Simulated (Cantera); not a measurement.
Feed: 1 mol H2O, 0.0033 mol SO2, 5.8 mol N2, equilibrated at 775 K and 10000 Pa.

Cantera equilibrium calculation (NASA polynomials, part measured and part estimated; ideal gas, pure solids and liquids). Candidate condensed phases: H2O, H2SO4, S; 35 gas species. Kinetics and transport are ignored.

Base state: N2 0.853, H2O 0.147, SO2 0.000485 (mole fractions); condensed: gas only.

Task: What changes in the equilibrium state with this change: temperature from 775 K to 2998.15 K?

Result: 
```
species   before     after
-------  -------  --------
N2         0.853     0.746
H          <1e-9    0.0972
O          <1e-9    0.0392
H2O        0.147    0.0300
OH         <1e-9    0.0252
O2         <1e-9    0.0122
NO         <1e-9    0.0112
H2       7.89e-9    0.0383
SO         <1e-9  0.000218
S          <1e-9   8.09e-5
N          <1e-9   3.76e-5
```
